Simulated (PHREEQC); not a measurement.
Solution (2.3 °C): 0.0017 mol/kgw BaCl2, 0.044 mol/kgw NaF and 4.4e-05 mol/kgw H4SiO4. Closed to the air; pH follows from the charge balance.

All values are PHREEQC results (ion-association model, wateq4f.dat), not measurements.

```
quantity               before    after
-------------------  --------  -------
pH                       7.96     7.53
NaF (mol/kgw)        0.000725  9.10e-6
HF (mol/kgw)          3.89e-7  1.19e-7
H3SiO4- (mol/kgw)     2.89e-7  9.69e-8
HF2- (mol/kgw)        5.11e-8  1.57e-9
SI of Quartz (SiO2)     -0.01    -0.01
```

Name the change that produced these shifts.
A. NaF from 0.044 to 0.0044 mol/kgw
B. BaCl2 replaced by KCl at the same molality
C. 0.0019 mol/kgw KCl added
D. temperature from 2.3 to 50 °C
E. temperature from 2.3 to 15 °C

A, NaF from 0.044 to 0.0044 mol/kgw

This is a speciation only: nothing precipitates in the calculation. At this temperature some constants are extrapolated from 25 °C, and those without enthalpy data are left unchanged. SiF6-2 is the database's only silicon fluoride.
